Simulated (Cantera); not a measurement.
## Thermodynamics of silicon epitaxy and polysilicon growth, feed Si3H8 + Cl2 + H2

A closed system holds: 1 mol Si3H8, 0.18 mol Cl2, 6.7 mol H2, held at 13.3 mbar.

These are equilibrium values from Cantera (NASA tables, ideal gas, pure condensed phases), not measurements of a reactor. Candidate condensed phases: Si; 19 gas species. The feed counts by its element totals alone. The tables' values for SiCl3 are old estimates; treat these amounts as uncertain. Kinetics and transport are ignored.

From 950 K to 1550 K the condensed part is Si(s). The main Si-bearing gas is SiCl4 at 950 K and SiCl2 at 1550 K.

```
T (K)  log p H2  log p HCl  log p SiCl4  log p SiCl2  log p SiHCl3  log p SiCl3  log p H  n Si(s)
-----  --------  ---------  -----------  -----------  ------------  -----------  -------  -------
950       -1.88      -3.87        -4.26        -5.67         -4.61        -5.72   -10.20     2.93
1000      -1.88      -3.70        -4.38        -5.29         -4.71        -5.53    -9.59     2.94
1050      -1.89      -3.58        -4.58        -5.00         -4.87        -5.42    -9.03     2.96
1100      -1.89      -3.50        -4.87        -4.79         -5.10        -5.41    -8.53     2.97
1150      -1.89      -3.45        -5.27        -4.67         -5.40        -5.49    -8.07     2.97
1200      -1.89      -3.43        -5.72        -4.60         -5.75        -5.63    -7.65     2.97
1250      -1.89      -3.42        -6.18        -4.56         -6.10        -5.80    -7.26     2.97
1300      -1.89      -3.42        -6.63        -4.53         -6.43        -5.97    -6.90     2.97
1350      -1.89      -3.42        -7.05        -4.51         -6.75        -6.13    -6.57     2.97
1400      -1.89      -3.43        -7.44        -4.49         -7.05        -6.28    -6.26     2.97
1450      -1.89      -3.43        -7.80        -4.48         -7.33        -6.42    -5.97     2.97
1500      -1.89      -3.43        -8.14        -4.46         -7.59        -6.55    -5.70     2.97
1550      -1.89      -3.43        -8.46        -4.45         -7.83        -6.68    -5.45     2.97
```
log p: log10 of the partial pressure in bar; n: condensed amount in mol.
